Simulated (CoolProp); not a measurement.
Saturation properties of ammonia (Tc = 132.4 °C, pc = 113.6 bar, ω = 0.256).

Values from CoolProp's reference Helmholtz-energy equation of state, Gao 2020.

| T (°C) | p (bar) | liquid density (kg/m³) | vapour density (kg/m³) | liquid viscosity (µPa s) | vapour viscosity (µPa s) |
|---|---|---|---|---|---|
| 47.65 | 19.12 | 567.0 | 14.81 | 106 | 10.6 |
| 52.65 | 21.77 | 558.4 | 16.92 | 101 | 10.8 |
| 57.75 | 24.74 | 549.4 | 19.33 | 96.5 | 11.0 |
| 62.85 | 28.01 | 540.1 | 22.04 | 92.0 | 11.2 |
| 67.95 | 31.59 | 530.4 | 25.08 | 87.6 | 11.4 |
| 73.05 | 35.51 | 520.2 | 28.50 | 83.5 | 11.6 |
| 78.15 | 39.77 | 509.7 | 32.37 | 79.4 | 11.9 |
| 83.25 | 44.41 | 498.6 | 36.75 | 75.5 | 12.1 |
| 88.35 | 49.45 | 486.8 | 41.73 | 71.7 | 12.4 |
| 93.35 | 54.79 | 474.5 | 47.32 | 68.1 | 12.8 |
| 98.45 | 60.67 | 461.1 | 53.90 | 64.4 | 13.2 |
| 103.55 | 67.02 | 446.5 | 61.60 | 60.7 | 13.7 |
| 108.65 | 73.87 | 430.3 | 70.75 | 57.0 | 14.2 |
| 113.75 | 81.26 | 412.0 | 81.91 | 53.3 | 15.0 |
| 118.85 | 89.21 | 390.6 | 96.08 | 49.2 | 15.9 |

It boils at -33.3 °C under 1 atm.

Viscosity comes from a separate model (Fenghour 1995).
